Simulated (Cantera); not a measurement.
# Equilibrium for tantalum, niobium, vanadium and zirconium in process gases: V + NH3

A closed system holds: 1 mol V, a varied amount of NH3, equilibrated at 8.50 Pa.

Cantera equilibrium calculation (NASA polynomials, part measured and part estimated; ideal gas, pure solids and liquids). Candidate condensed phases: V, VN; 11 gas species. Mutual solubility and eutectic melting of coexisting phases are not modelled. VN: taken at fixed stoichiometry. Condensed phases not in the tables: V2N, N, O or C dissolved in the metal. Equilibrium is a limit: real reactors are often held back by kinetics, nucleation or transport.

Map the stable condensed phases over T = 1273, 1373, 1473, 1573, 1673, 1773, 1873, 1973, 2073, 2173 K and n(NH3) in mol = 0.35, 0.54, 0.82, 1.2, 1.9, 2.9, 4.4, 6.7.


```
T in K \ n(NH3) in mol
         0.35 0.54 0.82  1.2  1.9  2.9  4.4  6.7
   2173     A    A    A    B    B    B    B    B
   2073     A    A    A    A    A    A    A    B
   1973     A    A    A    A    A    A    A    A
   1873     A    A    A    A    A    A    A    A
   1773     A    A    A    A    A    A    A    A
   1673     C    C    C    C    C    D    D    D
   1573     C    C    C    D    D    D    D    D
   1473     C    C    C    D    D    D    D    D
   1373     C    C    C    D    D    D    D    D
   1273     C    C    C    D    D    D    D    D
```
A: V; B: gas only; C: V + VN; D: VN.
